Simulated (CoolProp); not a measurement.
Values from CoolProp's reference Helmholtz-energy equation of state, de Reuck 1990.

Problem. For fluorine, give the phase and the density (kg/m³), Joule-Thomson coefficient (K/MPa), isothermal compressibility (1/MPa) at 200.2 K and 1.31 MPa; 200.2 K and 4.58 MPa; 200.2 K and 6.55 MPa.

Solution. 
- 200.2 K and 1.31 MPa: gas; density 30.8, Joule-Thomson coefficient 4.13, isothermal compressibility 0.787
- 200.2 K and 4.58 MPa: gas; density 117, Joule-Thomson coefficient 3.90, isothermal compressibility 0.243
- 200.2 K and 6.55 MPa: supercritical; density 175, Joule-Thomson coefficient 3.65, isothermal compressibility 0.177
